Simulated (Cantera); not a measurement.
A closed system holds: 1 mol TiO₂, 0.013 mol HCl, 0.046 mol H₂, held at 1475 K and 10.0 mbar.

Cantera equilibrium calculation (NASA polynomials, part measured and part estimated; ideal gas, pure solids and liquids). Candidate condensed phases: H₂O, Ti, TiCl₂, TiCl₃, TiCl₄, TiO, TiO₂, Ti₂O₃, Ti₃O₅, Ti₄O₇; 23 gas species. Mutual solubility and eutectic melting of coexisting phases are not modelled. Condensed phases not in the tables: Magnéli phases beyond Ti₄O₇. Kinetics and transport are ignored.

Base state: H₂ 0.769, HCl 0.220, H₂O 0.0102, H 0.000114, Cl 2.64e-5 (mole fractions); condensed: TiO₂(rutile) + Ti₄O₇(s).

**Question.** What changes in the equilibrium state with this change: temperature from 1475 K to 1350 K?

**Answer.** 
| species | before | after |
|---|---|---|
| H₂ | 0.769 | 0.776 |
| HCl | 0.220 | 0.220 |
| H₂O | 0.0102 | 0.00369 |
| H | 0.000114 | 2.10e-5 |
| Cl | 2.64e-5 | 4.97e-6 |
| TiO₂(rutile), mol | 0.998 | 0.999 |
| Ti₄O₇(s), mol | 0.000604 | 0.000217 |

**Question.** What changes in the equilibrium state with this change: temperature from 1475 K to 1700 K?

**Answer.** 
```
species              before     after
-----------------  --------  --------
H₂                    0.769     0.735
HCl                   0.220     0.220
H₂O                  0.0102    0.0436
H                  0.000114   0.00126
Cl                  2.64e-5  0.000294
TiO₂(rutile), mol     0.998     0.990
Ti₄O₇(s), mol      0.000604   0.00258
```
